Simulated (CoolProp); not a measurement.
The fluoroketone C6F12O (FK-5-1-12) at 409.76 K and 0.78 MPa is throttled through a valve to 0.5 MPa with no heat exchange. Each further row changes one setting.

Values from CoolProp's reference Helmholtz-energy equation of state, McLinden 2015.

| case | temperature change (K) | final density (kg/m³) |
|---|---|---|
| as stated | -4.1 | 54.7 |
| outlet pressure 0.15 MPa | -8.4 | 14.8 |
| outlet pressure 0.65 MPa | -2.0 | 74.8 |
